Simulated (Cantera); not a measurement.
Input (Python, Cantera):

```python
import numpy as np
import cantera as ct

gas = ct.Solution("SiF4_NH3_mec.yaml", "gas")
gas.TPX = 2100, 100000, {'NH3': 1, 'H2': 0.35}
reactor = ct.IdealGasConstPressureReactor(gas, energy="off", clone=False)
net = ct.ReactorNet([reactor])
net.rtol, net.atol = 1e-08, 1e-18
show = ['NH3', 'H2', 'NH', 'N2H4', 'N2', 'NH2', 'N2H2']
times = np.geomspace(0.0007, 3, 15)

steps = ct.SolutionArray(gas, extra=["t"])
rows = []
print(f"{'t/s':>10s}{'T/K':>9s}{'P/Pa':>11s}" + "".join(f"{s:>11s}" for s in show))
for t in times:
    while net.time < t:
        t_next = net.step()
        steps.append(gas.state, t=t_next)
    rows.append([np.interp(t, steps.t, y) for y in (steps.T, steps.P, *steps(*show).X.T)])
    print(f"{t:10.3e}{rows[-1][0]:9.1f}{rows[-1][1]:11.4g}" + "".join(f"{x:11.3e}" for x in rows[-1][2:]))
rate = np.gradient(steps.T, steps.t)
print("integrator steps:", len(steps.t))
if steps.T.max() > steps.T[0] + 200:
    print(f"time of steepest temperature rise: {steps.t[rate.argmax()]:.4e} s")
gas.TPX = 2100, 100000, {'NH3': 1, 'H2': 0.35}
gas.equilibrate("TP")
print(f"equilibrium (TP): T = {gas.T:.1f} K  " + "  ".join(f"{s} {gas[s].X[0]:.3e}" for s in show))
```

It prints:

```
       t/s      T/K       P/Pa        NH3         H2         NH       N2H4         N2        NH2       N2H2
 7.000e-04   2100.0      1e+05  6.912e-01  2.934e-01  2.684e-05  5.194e-07  1.354e-02  1.559e-03  7.847e-06
 1.272e-03   2100.0      1e+05  6.536e-01  3.202e-01  2.671e-05  4.784e-07  2.435e-02  1.496e-03  7.186e-06
 2.312e-03   2100.0      1e+05  5.925e-01  3.638e-01  2.636e-05  4.153e-07  4.196e-02  1.394e-03  6.186e-06
 4.201e-03   2100.0      1e+05  5.003e-01  4.296e-01  2.553e-05  3.274e-07  6.851e-02  1.238e-03  4.839e-06
 7.635e-03   2100.0      1e+05  3.769e-01  5.175e-01  2.385e-05  2.217e-07  1.040e-01  1.019e-03  3.289e-06
 1.388e-02   2100.0      1e+05  2.384e-01  6.163e-01  2.090e-05  1.187e-07  1.439e-01  7.453e-04  1.832e-06
 2.522e-02   2100.0      1e+05  1.157e-01  7.037e-01  1.648e-05  4.417e-08  1.792e-01  4.547e-04  7.625e-07
 4.583e-02   2100.0      1e+05  3.758e-02  7.591e-01  1.085e-05  9.256e-09  2.017e-01  2.082e-04  1.999e-07
 8.328e-02   2100.0      1e+05  7.241e-03  7.800e-01  5.050e-06  8.199e-10  2.104e-01  6.201e-05  2.437e-08
 1.513e-01   2100.0      1e+05  1.489e-03  7.837e-01  1.536e-06  5.104e-11  2.120e-01  1.548e-05  1.755e-09
 2.750e-01   2100.0      1e+05  5.321e-04  7.844e-01  5.724e-07  6.791e-12  2.123e-01  5.646e-06  2.379e-10
 4.998e-01   2100.0      1e+05  2.423e-04  7.846e-01  2.621e-07  1.415e-12  2.124e-01  2.578e-06  5.039e-11
 9.084e-01   2100.0      1e+05  1.216e-04  7.847e-01  1.317e-07  3.568e-13  2.124e-01  1.294e-06  1.337e-11
 1.651e+00   2100.0      1e+05  6.388e-05  7.847e-01  6.921e-08  9.855e-14  2.125e-01  6.801e-07  4.330e-12
 3.000e+00   2100.0      1e+05  3.447e-05  7.847e-01  3.735e-08  2.870e-14  2.125e-01  3.670e-07  1.885e-12
integrator steps: 1426
equilibrium (TP): T = 2100.0 K  NH3 5.486e-06  H2 7.847e-01  NH 5.945e-09  N2H4 7.304e-16  N2 2.125e-01  NH2 5.841e-08  N2H2 9.063e-13
```

Detailed kinetics in Cantera: the gas-phase N/H chemistry of the illustrative SiF4/NH3 mechanism in the Surface Chemkin manual (1991). Walls and surfaces, which speed up NH3 decomposition in real reactors, are not modelled.
